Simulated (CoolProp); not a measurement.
Saturation properties of n-hexane (Tc = 507.8 K, pc = 3.044 MPa, ω = 0.300).

The numbers come from the reference Helmholtz-energy equation of state, Thol 2019 in CoolProp.

| T (K) | p (MPa) | vapour density (kg/m³) | liquid viscosity (µPa s) | vapour viscosity (µPa s) |
|---|---|---|---|---|
| 298.1 | 0.02012 | ? | 298 | 6.25 |
| 312.7 | 0.03663 | 1.244 | 259 | 6.54 |
| 327.2 | 0.06239 | 2.047 | 227 | ? |
| 341.8 | 0.1011 | ? | 200 | 7.12 |
| 356.3 | 0.1561 | 4.861 | ? | 7.42 |
| 370.9 | 0.2324 | 7.111 | 157 | 7.74 |
| 385.5 | ? | ? | 140 | 8.12 |
| 400 | 0.4663 | ? | 125 | 8.58 |
| 414.6 | 0.6352 | 19.21 | 111 | 9.16 |
| 429.1 | 0.8447 | 25.88 | 98.4 | 9.86 |

Task: Complete the blanks.

Result: 
- 298.1, vapour density (kg/m³): 0.7105
- 327.2, vapour viscosity (µPa s): 6.83
- 341.8, vapour density (kg/m³): 3.223
- 356.3, liquid viscosity (µPa s): 177
- 385.5, p (MPa): 0.3344
- 385.5, vapour density (kg/m³): 10.12
- 400, vapour density (kg/m³): 14.05

It boils at 341.9 K under 1 atm.

Viscosity comes from a separate model (Michailidou 2013).
